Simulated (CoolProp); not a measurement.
Vapour-liquid equilibrium of R125 (1) + isobutane (2) at 179 kPa; x and y are mole fractions of (1).

Model: multi-fluid Helmholtz-energy mixture model, Lemmon 2005 and Bücker 2006; pair parameters Bell 2016, in CoolProp.

```json
[
 {"x": "0.05", "bubble temperature (K)": "263.3", "y at the bubble point": "0.403", "dew temperature at overall composition x (K)": "275.5", "liquid density (mol/L)": "10.21"},
 {"x": "0.2", "bubble temperature (K)": "245.3", "y at the bubble point": "0.746", "dew temperature at overall composition x (K)": "270.8", "liquid density (mol/L)": "10.68"},
 {"x": "0.35", "bubble temperature (K)": "240.0", "y at the bubble point": "0.817", "dew temperature at overall composition x (K)": "265.4", "liquid density (mol/L)": "10.93"},
 {"x": "0.5", "bubble temperature (K)": "238.4", "y at the bubble point": "0.840", "dew temperature at overall composition x (K)": "259.1", "liquid density (mol/L)": "11.15"},
 {"x": "0.65", "bubble temperature (K)": "237.8", "y at the bubble point": "0.851", "dew temperature at overall composition x (K)": "251.4", "liquid density (mol/L)": "11.38"},
 {"x": "0.8", "bubble temperature (K)": "237.3", "y at the bubble point": "0.872", "dew temperature at overall composition x (K)": "241.3", "liquid density (mol/L)": "11.69"},
 {"x": "0.95", "bubble temperature (K)": "237.1", "y at the bubble point": "0.943", "dew temperature at overall composition x (K)": "237.1", "liquid density (mol/L)": "12.09"}
]
```

y crosses x between x = 0.8 and 0.95: the model has an azeotrope there.

The pair parameters rest on a limited set of measurements; away from them the model extrapolates. With so large a gap from Raoult's law the liquid may split in two, which this calculation doesn't test in full.
